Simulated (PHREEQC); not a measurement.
Dissolve 0.2 mol CuSO4 and 0.024 mol KCl per kg of water at 25 °C. Closed to the air; pH follows from the charge balance.

Computed with PHREEQC (ion-association model, wateq4f.dat).

```csv
quantity,before,after
pH,4.43,4.55
ionic strength (mol/kgw),0.409,0.416
SO4-2 (mol/kgw),0.0956,0.0971
HSO4- (mol/kgw),0.000112,7.17e-5
```

Problem. Which change was made?
(A) KCl left out
(B) temperature from 25 to 70 °C
(C) temperature from 25 to 15 °C
(D) diluted 100-fold with water
(E) CuSO4 replaced by NaHSO4 at the same molality

Solution. C, temperature from 25 to 15 °C

Precipitation was switched off in this run. Some of these states are supersaturated (in Antlerite, Brochantite, Atacamite, for instance).
